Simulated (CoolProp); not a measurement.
A simple Rankine cycle with R143a: condensing at 295.15 K, boiler at 3.15 MPa, turbine inlet 342.4 K, turbine efficiency 0.75, pump efficiency 0.6, no recuperator. Each further row changes one setting.

Computed with CoolProp (reference Helmholtz-energy equation of state, Lemmon and Jacobsen 2000).

| case | thermal efficiency (%) | net work (kJ/kg) | heat in (kJ/kg) | turbine exit temperature (K) | volume ratio over the turbine |
|---|---|---|---|---|---|
| as stated | 6.6 | 11.5 | 173 | 295.1 | 3.18 |
| turbine inlet 362.4 K | 7.3 | ? | 210 | 320.6 | 2.92 |
| condensing temperature 287.15 K | 7.9 | ? | 186 | 287.1 | 4.02 |
| boiler pressure 2.2 MPa | ? | 10.1 | 200 | 317.0 | 1.97 |
| turbine efficiency 0.65 | 5.5 | 9.49 | 173 | 295.4 | 3.22 |

Q: Some entries are withheld; supply them.

A: 
- turbine inlet 362.4 K, net work (kJ/kg): 15.3
- condensing temperature 287.15 K, net work (kJ/kg): 14.7
- boiler pressure 2.2 MPa, thermal efficiency (%): 5.1

The expansion ends wet for: as stated; condensing temperature 287.15 K.
